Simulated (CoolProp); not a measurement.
R236FA at several states: density (kg/m³) from the reference equation and from simpler models built on Tc = 398.1 K, pc = 3.191 MPa, ω = 0.377; each cubic takes its own stable root.

The numbers come from the reference Helmholtz-energy equation of state, Pan 2012 in CoolProp.

```json
[
 {"T (K)": "274.3", "p (MPa)": "0.203", "phase": "liquid", "reference": "1438"},
 {"T (K)": "228.1", "p (MPa)": "8.37", "phase": "liquid", "reference": "1592"},
 {"T (K)": "266.8", "p (MPa)": "0.209", "phase": "liquid", "reference": "1462"},
 {"T (K)": "276", "p (MPa)": "1.44", "phase": "liquid", "reference": "1437"},
 {"T (K)": "214.6", "p (MPa)": "0.258", "phase": "liquid", "reference": "1613"},
 {"T (K)": "339.2", "p (MPa)": "0.87", "phase": "gas", "reference": "59.13"}
]
```

Question: How far does each simpler model (van der Waals, Redlich-Kwong, Soave-Redlich-Kwong, Peng-Robinson) lie from the reference over these 6 states: mean and median of the absolute difference, and the worst?

Answer: 
- van der Waals: mean 54.8 %, median 41.3 %, worst -99.0 % at 274.3 K and 0.203 MPa
- Redlich-Kwong: mean 26.5 %, median 14.0 %, worst -99.0 % at 274.3 K and 0.203 MPa
- Soave-Redlich-Kwong: mean 8.4 %, median 9.5 %, worst -10.3 % at 214.6 K and 0.258 MPa
- Peng-Robinson: mean 1.8 %, median 1.9 %, worst +2.5 % at 276 K and 1.44 MPa

At some of these states van der Waals, Redlich-Kwong gives the other phase, because its saturation line lies elsewhere.
